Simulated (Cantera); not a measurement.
## H2S + SO2 + N2 (abatement and gas-phase synthesis)

Charge: 1 mol H2S, 0.072 mol SO2, 9.1 mol N2, held at 0.200 bar.

These are equilibrium values from Cantera (NASA tables, ideal gas, pure condensed phases), not measurements of a reactor. Candidate condensed phases: H2O, H2SO4, S; 35 gas species. Gases not in the tables: S3 to S7. The numbers say what is thermodynamically allowed, not how fast it happens.

From 1075 K to 2475 K nothing is condensed.

| T (K) | log p N2 | log p H2 | log p H2S | log p S2 | log p S | log p H2O | log p H |
|---|---|---|---|---|---|---|---|
| 1075 | -0.75 | -2.47 | -1.88 | -2.42 | -8.58 | -2.55 | -9.07 |
| 1275 | -0.76 | -2.09 | -2.08 | -2.21 | -6.83 | -2.56 | -7.18 |
| 1475 | -0.76 | -1.93 | -2.36 | -2.10 | -5.57 | -2.57 | -5.85 |
| 1675 | -0.76 | -1.86 | -2.65 | -2.06 | -4.63 | -2.58 | -4.86 |
| 1875 | -0.77 | -1.83 | -2.92 | -2.04 | -3.90 | -2.61 | -4.10 |
| 2075 | -0.77 | -1.82 | -3.16 | -2.06 | -3.32 | -2.67 | -3.48 |
| 2275 | -0.77 | -1.81 | -3.38 | -2.10 | -2.86 | -2.77 | -2.98 |
| 2475 | -0.77 | -1.83 | -3.60 | -2.17 | -2.49 | -2.91 | -2.56 |
log p: log10 of the partial pressure in bar; nothing condenses.
